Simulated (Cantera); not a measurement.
An adiabatic, constant-pressure homogeneous reactor starts with CH₄ : H₂ : O₂ : N₂ = 1 : 0.085 : 1.46 : 5.49 (molar parts), equivalence ratio 1.4, at 1700 K and 5.70 bar.

Detailed kinetics in Cantera: GRI-Mech 3.0 (53 species, 325 reactions).

Q: Predict: time of steepest temperature rise; temperature at 2.00 s; equilibrium temperature; x(H₂) at 2.00 s; x(O₂) at 2.00 s; x(H₂O₂) at 2.00 s; x(CO₂) at 2.00 s.

A: 
* **time of steepest temperature rise**: 47.1 µs
* **temperature at 2.00 s**: 2944 K
* **equilibrium temperature**: 2944 K
* **x(H₂) at 2.00 s**: 0.0593 (gas-phase equilibrium 0.0593)
* **x(O₂) at 2.00 s**: 0.00191 (gas-phase equilibrium 0.00191)
* **x(H₂O₂) at 2.00 s**: 2.76e-7 (gas-phase equilibrium 2.76e-7)
* **x(CO₂) at 2.00 s**: 0.0318 (gas-phase equilibrium 0.0318)
